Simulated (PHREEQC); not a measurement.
A PHREEQC speciation (ion-association model, wateq4f.dat) at 25 °C gives pH 2.11 and these molalities:

```tsv
species	mol/kgw
H2SeO3	0.0331
H+	0.00840
HSeO3-	0.00840
```

What are the element totals, and what could have been dissolved in 1 kg of water to give them?

One answer among several that fit: totals Se(4) 0.0415 mol/kgw, from 0.0415 mol/kgw H2SeO3.

This is a speciation only: nothing precipitates in the calculation.
